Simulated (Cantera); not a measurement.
Premixed flame

A freely propagating, adiabatic, planar premixed flame of H2 : O2 : N2 : H2O = 1 : 0.238 : 0.895 : 0.54 (molar parts), unburnt at 625 K and 1.01 bar; mixture-averaged transport, grid criteria slope 0.08 and curve 0.16, no radiation.

Detailed kinetics in Cantera: the H2/O2 subset of GRI-Mech 3.0, which has no nitrogen chemistry. Burning velocities carry a grid error of a few per cent, more on coarse grids.

```json
[
 {"z (mm)": "-1.19", "T (K)": "625", "u (m/s)": "6.32", "x H2": "0.374", "x O2": "0.0890", "x H2O": "0.202", "x O": "<1e-8", "x H": "<1e-8", "x HO2": "<1e-8"},
 {"z (mm)": "-0.792", "T (K)": "625", "u (m/s)": "6.32", "x H2": "0.374", "x O2": "0.0890", "x H2O": "0.202", "x O": "<1e-8", "x H": "<1e-8", "x HO2": "<1e-8"},
 {"z (mm)": "-0.594", "T (K)": "625", "u (m/s)": "6.32", "x H2": "0.374", "x O2": "0.0890", "x H2O": "0.202", "x O": "<1e-8", "x H": "<1e-8", "x HO2": "3.34e-8"},
 {"z (mm)": "-0.396", "T (K)": "625", "u (m/s)": "6.32", "x H2": "0.374", "x O2": "0.0891", "x H2O": "0.202", "x O": "1.24e-8", "x H": "7.03e-8", "x HO2": "2.68e-6"},
 {"z (mm)": "-0.198", "T (K)": "661", "u (m/s)": "6.61", "x H2": "0.366", "x O2": "0.0889", "x H2O": "0.206", "x O": "1.18e-5", "x H": "0.000177", "x HO2": "0.000344"},
 {"z (mm)": "-0.0990", "T (K)": "855", "u (m/s)": "8.38", "x H2": "0.338", "x O2": "0.0823", "x H2O": "0.230", "x O": "0.000172", "x H": "0.00365", "x HO2": "0.000280"},
 {"z (mm)": "0", "T (K)": "1162", "u (m/s)": "11.1", "x H2": "0.283", "x O2": "0.0596", "x H2O": "0.284", "x O": "0.00108", "x H": "0.0188", "x HO2": "0.000120"},
 {"z (mm)": "0.0990", "T (K)": "1387", "u (m/s)": "13.2", "x H2": "0.227", "x O2": "0.0273", "x H2O": "0.349", "x O": "0.00170", "x H": "0.0375", "x HO2": "4.42e-5"},
 {"z (mm)": "0.198", "T (K)": "1502", "u (m/s)": "14.2", "x H2": "0.200", "x O2": "0.00912", "x H2O": "0.385", "x O": "0.00122", "x H": "0.0449", "x HO2": "1.36e-5"},
 {"z (mm)": "0.396", "T (K)": "1600", "u (m/s)": "15.1", "x H2": "0.192", "x O2": "0.00140", "x H2O": "0.402", "x O": "0.000673", "x H": "0.0413", "x HO2": "2.02e-6"},
 {"z (mm)": "0.792", "T (K)": "1684", "u (m/s)": "15.8", "x H2": "0.197", "x O2": "0.000403", "x H2O": "0.406", "x O": "0.000407", "x H": "0.0311", "x HO2": "6.20e-7"},
 {"z (mm)": "1.58", "T (K)": "1757", "u (m/s)": "16.4", "x H2": "0.202", "x O2": "0.000195", "x H2O": "0.410", "x O": "0.000210", "x H": "0.0212", "x HO2": "3.17e-7"},
 {"z (mm)": "3.17", "T (K)": "1813", "u (m/s)": "16.8", "x H2": "0.207", "x O2": "8.18e-5", "x H2O": "0.413", "x O": "8.91e-5", "x H": "0.0132", "x HO2": "1.45e-7"}
]
```
x: mole fraction of selected species; z is measured from the peak of heat release.

```
Item                        Result
------------------------  --------
laminar burning velocity  632 cm/s
thermal thickness         0.396 mm
peak x(O)                  0.00171
peak x(H)                   0.0452
peak x(HO2)               0.000400
grid points                    111
```
